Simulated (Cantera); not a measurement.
An isothermal, constant-pressure homogeneous reactor starts with NH₃ : H₂ : N₂ = 1 : 0.24 : 0.0029 (molar parts), at 1748 K and 0.197 atm.

Detailed kinetics in Cantera: the gas-phase N/H chemistry of the illustrative SiF4/NH3 mechanism in the Surface Chemkin manual (1991). Walls and surfaces, which speed up NH3 decomposition in real reactors, are not modelled.

Question: Predict: x(NH₃) at 1.00 s; x(H₂) at 1.00 s; x(NH) at 1.00 s; x(N₂H₂) at 1.00 s; x(N) at 1.00 s; x(N₂H₄) at 1.00 s.

Answer: 
```
Item                                                 Result
-----------------  ----------------------------------------
x(NH₃) at 1.00 s      0.545 (gas-phase equilibrium 2.09e-6)
x(H₂) at 1.00 s         0.381 (gas-phase equilibrium 0.775)
x(NH) at 1.00 s    1.72e-6 (gas-phase equilibrium 9.88e-11)
x(N₂H₂) at 1.00 s    9.98e-7 (gas-phase equilibrium <1e-12)
x(N) at 1.00 s     6.23e-8 (gas-phase equilibrium 1.49e-11)
x(N₂H₄) at 1.00 s    4.76e-8 (gas-phase equilibrium <1e-12)
```
